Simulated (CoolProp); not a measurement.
R124 along the isotherm 470 K: Z from the reference equation and from simpler models built on Tc = 395.4 K, pc = 3.624 MPa, ω = 0.288; each cubic takes its own stable root.

Computed with CoolProp (reference Helmholtz-energy equation of state, de Vries 1995).

| p (MPa) | phase | reference |
|---|---|---|
| 0.0573 | gas | 0.9970 |
| 0.102 | gas | 0.9947 |
| 0.181 | gas | 0.9905 |
| 0.322 | gas | 0.9831 |
| 0.573 | gas | 0.9698 |
| 1.02 | gas | 0.9458 |
| 1.81 | gas | 0.9025 |
| 3.22 | gas | 0.8224 |
| 5.73 | supercritical | 0.6752 |
| 10.2 | supercritical | 0.5534 |
| 18.1 | supercritical | 0.7038 |

### Question
How far does each simpler model (van der Waals, Redlich-Kwong, Peng-Robinson) lie from the reference over these 11 states: mean and median of the absolute difference, and the worst?

### Answer
- van der Waals: mean 3.9 %, median 0.3 %, worst +21.2 % at 470 K and 18.1 MPa
- Redlich-Kwong: mean 1.3 %, median 0.5 %, worst -5.5 % at 470 K and 5.73 MPa
- Peng-Robinson: mean 1.0 %, median 0.6 %, worst +5.4 % at 470 K and 10.2 MPa
